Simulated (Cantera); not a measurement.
Charge: 1 mol n-butane, 2 mol H2O, 6.7 mol N2, a varied amount of H2, at 1.30 bar.

Equilibrium computed with Cantera from the NASA thermochemical tables; the gas is ideal and each condensed phase is pure. Candidate condensed phases: C, C6H6, C7H8, C8H18, H2O; 136 gas species. The numbers say what is thermodynamically allowed, not how fast it happens.

**Question.** What condenses at these points (T in K, n(H2) in mol): (725, 47); (1025, 18); (1250, 23); (1250, 57); (1100, 23)?

**Answer.** 
```
T (K)  n(H2) in mol  condensed phases  C condensed (%)
-----  ------------  ----------------  ---------------
725              47          gas only              0.0
1025             18                 C             24.5
1250             23                 C             42.7
1250             57                 C             31.4
1100             23                 C             30.0
```
